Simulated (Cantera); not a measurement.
Cantera run:

```python
import numpy as np
import cantera as ct

gas_names = """
    B BCL BCL2 BCL3 BH BH2 BH3 BN B2 CL CL2 H HCL H2 N NH NH2 NH3 N2 N2H2 N2H4
""".split()
cond_names = """
    B(b) B(L) BN(s) NH4CL(a) NH4CL(b)
""".split()


def load(file, names, dense=False):
    # The tables refer to 1 bar. Condensed volumes are neglected.
    table = {s.name: s for s in ct.Species.list_from_file(file)}
    out = []
    for n in names:
        d = dict(table[n].input_data)
        d["thermo"] = dict(d["thermo"], **{"reference-pressure": 1e5})
        if dense:
            d["equation-of-state"] = {"model": "constant-volume", "density": "1e6 g/cm^3"}
        out.append(ct.Species.from_dict(d))
    return out


gas = ct.Solution(thermo="ideal-gas", species=load("nasa_gas.yaml", gas_names))
cond = {s.name: ct.Solution(thermo="fixed-stoichiometry", species=[s], name=s.name)
        for s in load("nasa_condensed.yaml", cond_names, dense=True)}
atoms = {
    'BCl3': {'B': 1, 'CL': 3},
    'NH3': {'N': 1, 'H': 3},
    'H2': {'H': 2},
}
top_T = {'BN(s)': 3200}  # K; cautious upper limits of use, not melting points


def equilibrate(T, P, feed):
    n = {}
    for name, mol in feed.items():
        for a, k in atoms[name].items():
            n[a] = n.get(a, 0.0) + k * mol
    gas.TPX = T, P, n
    mass = sum(n.values()) * gas.mean_molecular_weight
    gas.equilibrate("TP")
    valid = [c for c in cond.values() if c.min_temp <= T <= top_T.get(c.name, c.max_temp)]
    mix = ct.Mixture([(gas, mass / gas.mean_molecular_weight)] + [(c, 0.0) for c in valid])
    mix.T, mix.P = T, P
    mix.equilibrate("TP", solver="vcs", rtol=1e-11, max_steps=5000)
    return mix


results = []
P = 200  # Pa
for T in [823, 973, 1123, 1273, 1423, 1573, 1723, 1873, 2023, 2173, 2323]:
    for m in [0.11, 0.15, 0.2, 0.28, 0.38, 0.51, 0.69, 0.95]:
        feed = {'BCl3': 1, 'NH3': m, 'H2': 170}  # mol
        mix = equilibrate(T, P, feed)
        results.append((T, P, feed, dict(zip(mix.species_names, mix.species_moles))))

for T, P, feed, n in results:
    print(f"{T:7g} {feed['NH3']:10.4g}  " + (" + ".join(c for c in cond_names if n.get(c, 0) > 1e-12) or "gas only"))
```

It prints:

```
    823       0.11  B(b) + BN(s)
    823       0.15  B(b) + BN(s)
    823        0.2  B(b) + BN(s)
    823       0.28  B(b) + BN(s)
    823       0.38  B(b) + BN(s)
    823       0.51  B(b) + BN(s)
    823       0.69  B(b) + BN(s)
    823       0.95  BN(s)
    973       0.11  B(b) + BN(s)
    973       0.15  B(b) + BN(s)
    973        0.2  B(b) + BN(s)
    973       0.28  B(b) + BN(s)
    973       0.38  B(b) + BN(s)
    973       0.51  B(b) + BN(s)
    973       0.69  B(b) + BN(s)
    973       0.95  B(b) + BN(s)
   1123       0.11  B(b) + BN(s)
   1123       0.15  B(b) + BN(s)
   1123        0.2  B(b) + BN(s)
   1123       0.28  B(b) + BN(s)
   1123       0.38  B(b) + BN(s)
   1123       0.51  B(b) + BN(s)
   1123       0.69  B(b) + BN(s)
   1123       0.95  B(b) + BN(s)
   1273       0.11  B(b) + BN(s)
   1273       0.15  B(b) + BN(s)
   1273        0.2  B(b) + BN(s)
   1273       0.28  B(b) + BN(s)
   1273       0.38  B(b) + BN(s)
   1273       0.51  B(b) + BN(s)
   1273       0.69  B(b) + BN(s)
   1273       0.95  B(b) + BN(s)
   1423       0.11  B(b) + BN(s)
   1423       0.15  B(b) + BN(s)
   1423        0.2  B(b) + BN(s)
   1423       0.28  B(b) + BN(s)
   1423       0.38  B(b) + BN(s)
   1423       0.51  B(b) + BN(s)
   1423       0.69  B(b) + BN(s)
   1423       0.95  B(b) + BN(s)
   1573       0.11  B(b) + BN(s)
   1573       0.15  B(b) + BN(s)
   1573        0.2  B(b) + BN(s)
   1573       0.28  B(b) + BN(s)
   1573       0.38  B(b) + BN(s)
   1573       0.51  B(b) + BN(s)
   1573       0.69  B(b) + BN(s)
   1573       0.95  B(b) + BN(s)
   1723       0.11  B(b)
   1723       0.15  B(b)
   1723        0.2  B(b) + BN(s)
   1723       0.28  B(b) + BN(s)
   1723       0.38  B(b) + BN(s)
   1723       0.51  B(b) + BN(s)
   1723       0.69  B(b) + BN(s)
   1723       0.95  B(b) + BN(s)
   1873       0.11  B(b)
   1873       0.15  B(b)
   1873        0.2  B(b)
   1873       0.28  B(b)
   1873       0.38  B(b)
   1873       0.51  B(b)
   1873       0.69  B(b)
   1873       0.95  B(b)
   2023       0.11  gas only
   2023       0.15  gas only
   2023        0.2  gas only
   2023       0.28  gas only
   2023       0.38  gas only
   2023       0.51  gas only
   2023       0.69  gas only
   2023       0.95  gas only
   2173       0.11  gas only
   2173       0.15  gas only
   2173        0.2  gas only
   2173       0.28  gas only
   2173       0.38  gas only
   2173       0.51  gas only
   2173       0.69  gas only
   2173       0.95  gas only
   2323       0.11  gas only
   2323       0.15  gas only
   2323        0.2  gas only
   2323       0.28  gas only
   2323       0.38  gas only
   2323       0.51  gas only
   2323       0.69  gas only
   2323       0.95  gas only
```

Cantera equilibrium calculation (NASA polynomials, part measured and part estimated; ideal gas, pure solids and liquids). Mutual solubility and eutectic melting of coexisting phases are not modelled. The tables' values for BCl2 are old estimates.
